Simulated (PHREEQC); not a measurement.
A solution holds 2.4 mmol/kgw H2SO4, 0.04 mmol/kgw NiCl2 and 0.26 mmol/kgw MgCl2, at 20 °C. Closed to the air; pH follows from the charge balance.

Computed with PHREEQC (ion-association model, wateq4f.dat).

Precipitation was switched off in this run.

Order these S species by the share of S that they hold, largest first: SO4-2, MgSO4, NiSO4, HSO4-.

SO4-2 (77 %), HSO4- (21 %), MgSO4 (1.8 %), NiSO4 (0.25 %)

The pH is 2.40 and the ionic strength 0.00691 mol/kgw. Species that the database lacks are ignored.
